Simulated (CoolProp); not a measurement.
Oxygen along the isotherm 120.6 K: density (kg/m³) from the reference equation and from simpler models built on Tc = 154.6 K, pc = 5.046 MPa, ω = 0.022; each cubic takes its own stable root.

Computed with CoolProp (reference Helmholtz-energy equation of state, Schmidt 1985).

| p (MPa) | phase | reference | van der Waals | Redlich-Kwong | Soave-Redlich-Kwong | Peng-Robinson |
|---|---|---|---|---|---|---|
| 0.0399 | gas | 1.280 | 1.279 | 1.280 | 1.280 | 1.281 |
| 0.0819 | gas | 2.643 | 2.637 | 2.643 | 2.643 | 2.645 |
| 0.168 | gas | 5.489 | 5.460 | 5.489 | 5.487 | 5.496 |
| 0.345 | gas | 11.58 | 11.44 | 11.57 | 11.57 | 11.61 |
| 0.709 | gas | 25.31 | 24.62 | 25.28 | 25.25 | 25.43 |
| 1.46 | liquid | 972.2 | 57.24 | 945.9 | 940.5 | 1065 |
| 2.99 | liquid | 980.4 | 675.3 | 958.3 | 953.4 | 1079 |
| 6.14 | liquid | 995.5 | 699.8 | 980.6 | 976.3 | 1102 |
| 12.6 | liquid | 1022 | 733.9 | 1017 | 1013 | 1140 |

At some of these states van der Waals gives the other phase, because its saturation line lies elsewhere.
